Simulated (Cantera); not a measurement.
Feed: 1 mol SiH2Cl2, 0.045 mol Cl2, 3.1 mol N2, at 1052 °C.

Method: chemical equilibrium by Gibbs-energy minimisation in Cantera with the NASA 1993 tables (ideal gas, pure condensed phases). Candidate condensed phases: NH4Cl, Si, Si3N4; 28 gas species. N2 is the only nitrogen source here; it is nearly inert below about 1500 K, so the nitride shown seldom forms there in practice. Equilibrium is a limit: real reactors are often held back by kinetics, nucleation or transport.

Problem. What share of the Si ends up in condensed phases as a function of P (Pa), at 100, 260, 670, 1700, 4500, 12000, 30000, 77000, 200000?

Solution. 
```tsv
P (Pa)	Si condensed (%)	as
100	69.8	Si3N4(s)
260	74.1	Si3N4(s)
670	76.4	Si3N4(s)
1700	77.2	Si3N4(s)
4500	77.1	Si3N4(s)
12000	76.5	Si3N4(s)
30000	75.7	Si3N4(s)
77000	74.7	Si3N4(s)
200000	73.6	Si3N4(s)
```
